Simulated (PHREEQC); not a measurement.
Consider water at 25 °C with 1.3 mol/kgw CaCl2 and 0.27 mol/kgw NaCl. Closed to the air; pH follows from the charge balance.

The numbers come from PHREEQC with the Pitzer model, pitzer.dat.

Each row changes one thing in this solution. Precipitation was switched off in this run.

| case | pH | SI of Halite (NaCl) | SI of Portlandite (Ca(OH)2) |
|---|---|---|---|
| as made | 6.26 | -1.87 | -10.47 |
| 0.15 mol/kgw HBr added | 0.46 | … | … |
| NaCl from 0.27 to 0.54 mol/kgw | 6.24 | -1.51 | … |
| CaCl2 from 1.3 to 2.6 mol/kgw | 5.64 | … | -10.70 |
| NaCl from 0.27 to 0.297 mol/kgw | 6.25 | -1.82 | -10.46 |
| diluted 10-fold with water | 6.88 | -4.01 | -10.51 |

Q: Fill in the missing entries.

A: 
- 0.15 mol/kgw HBr added, SI of Halite (NaCl): -1.84
- 0.15 mol/kgw HBr added, SI of Portlandite (Ca(OH)2): -22.00
- NaCl from 0.27 to 0.54 mol/kgw, SI of Portlandite (Ca(OH)2): -10.45
- CaCl2 from 1.3 to 2.6 mol/kgw, SI of Halite (NaCl): -1.20

Species that the database lacks are ignored. In brines, pH and single-ion activities rest on the MacInnes convention.
